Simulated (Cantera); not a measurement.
## Adiabatic ignition

An adiabatic, constant-pressure homogeneous reactor starts with CH4 : H2 : O2 : N2 = 0.63 : 0.62 : 1.44 : 5.49 (molar parts), at 1800 K and 3450 Torr.

Model: GRI-Mech 3.0 (53 species, 325 reactions), integrated in Cantera. Above 3000 K some thermodynamic fits are extrapolated.

```csv
t (s),T (K),x CH4,x H2,x O2,x HCN,x OH
9.00e-6,2266,0.0184,0.0764,0.106,2.10e-6,0.00288
1.84e-5,2925,<1e-12,0.0345,0.0174,1.39e-9,0.0274
3.76e-5,3012,<1e-12,0.0319,0.0149,3.73e-9,0.0256
7.69e-5,3012,<1e-12,0.0321,0.0141,5.92e-9,0.0250
0.000157,3006,<1e-12,0.0326,0.0131,8.82e-9,0.0242
0.000321,3002,<1e-12,0.0329,0.0124,1.11e-8,0.0237
0.000656,3001,<1e-12,0.0330,0.0123,1.17e-8,0.0236
0.00134,3001,<1e-12,0.0330,0.0123,1.17e-8,0.0236
0.00274,3001,<1e-12,0.0330,0.0123,1.17e-8,0.0236
0.00561,3001,<1e-12,0.0330,0.0123,1.17e-8,0.0236
0.0115,3001,<1e-12,0.0330,0.0123,1.17e-8,0.0236
0.0234,3001,<1e-12,0.0330,0.0123,1.17e-8,0.0236
0.0479,3001,<1e-12,0.0330,0.0123,1.17e-8,0.0236
0.0978,3001,<1e-12,0.0330,0.0123,1.17e-8,0.0236
0.200,3001,<1e-12,0.0330,0.0123,1.17e-8,0.0236
```
x: mole fraction; the columns are a selection and need not sum to one.

```json
{
  "time_of_steepest_temperature_rise": "9.37 µs",
  "temperature at 0.200 s": "3001 K",
  "equilibrium_temperature": "3001 K",
  "x(CH4) at 0.200 s": "<1e-12 (gas-phase equilibrium <1e-12)",
  "x(H2) at 0.200 s": "0.0330 (gas-phase equilibrium 0.0330)",
  "x(O2) at 0.200 s": "0.0123 (gas-phase equilibrium 0.0123)"
}
```
